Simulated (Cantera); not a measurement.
A perfectly stirred reactor is fed with CH4 : H2 : CO2 = 0.037 : 1 : 0.0096 (molar parts), at 67.5 Torr; it is held at 2175 K, and followed from long to short residence time.

Cantera simulation using GRI-Mech 3.0 (53 species, 325 reactions); the numbers are that mechanism's predictions, not measurements. GRI-Mech 3.0 stops at C3 and has no aromatics, soot or wall deposition, so with more carbon than oxygen in the feed, carbon stays in small species such as C2H2 where larger ones or solid carbon would form.

Task: What does this change do: CH4 0.037 to 0.029 parts?

Result: 
```tsv
quantity	before	after
x(CH4) at τ = 0.470 s	0.000757	0.000681
x(H2) at τ = 0.470 s	0.954	0.957
x(CO2) at τ = 0.470 s	9.61e-6	1.06e-5
x(OH) at τ = 0.470 s	2.21e-6	2.83e-6
x(C2H4) at τ = 0.470 s	3.55e-6	2.66e-6
x(CH4) at τ = 27.0 ms	0.00384	0.00336
x(H2) at τ = 27.0 ms	0.952	0.956
x(CO2) at τ = 27.0 ms	0.000146	0.000147
x(OH) at τ = 27.0 ms	1.02e-5	1.10e-5
x(C2H4) at τ = 27.0 ms	1.26e-5	9.73e-6
```

Task: What does this change do: CO2 0.0096 to 0.029 parts?

Result: 
| quantity | before | after |
|---|---|---|
| x(CH4) at τ = 0.470 s | 0.000757 | 0.000788 |
| x(H2) at τ = 0.470 s | 0.954 | 0.928 |
| x(CO2) at τ = 0.470 s | 9.61e-6 | 6.79e-5 |
| x(OH) at τ = 0.470 s | 2.21e-6 | 1.08e-5 |
| x(C2H4) at τ = 0.470 s | 3.55e-6 | 1.91e-6 |
| x(CH4) at τ = 27.0 ms | 0.00384 | 0.00380 |
| x(H2) at τ = 27.0 ms | 0.952 | 0.921 |
| x(CO2) at τ = 27.0 ms | 0.000146 | 0.000527 |
| x(OH) at τ = 27.0 ms | 1.02e-5 | 3.11e-5 |
| x(C2H4) at τ = 27.0 ms | 1.26e-5 | 1.18e-5 |

Task: What does this change do: H2 1 to 1.4 parts?

Result: 
```json
[
 {"quantity": "x(CH4) at τ = 0.470 s", "before": "0.000757", "after": "0.000642"},
 {"quantity": "x(H2) at τ = 0.470 s", "before": "0.954", "after": "0.962"},
 {"quantity": "x(CO2) at τ = 0.470 s", "before": "9.61e-6", "after": "6.75e-6"},
 {"quantity": "x(OH) at τ = 0.470 s", "before": "2.21e-6", "after": "2.05e-6"},
 {"quantity": "x(C2H4) at τ = 0.470 s", "before": "3.55e-6", "after": "2.62e-6"},
 {"quantity": "x(CH4) at τ = 27.0 ms", "before": "0.00384", "after": "0.00319"},
 {"quantity": "x(H2) at τ = 27.0 ms", "before": "0.952", "after": "0.961"},
 {"quantity": "x(CO2) at τ = 27.0 ms", "before": "0.000146", "after": "0.000102"},
 {"quantity": "x(OH) at τ = 27.0 ms", "before": "1.02e-5", "after": "8.04e-6"},
 {"quantity": "x(C2H4) at τ = 27.0 ms", "before": "1.26e-5", "after": "8.91e-6"}
]
```
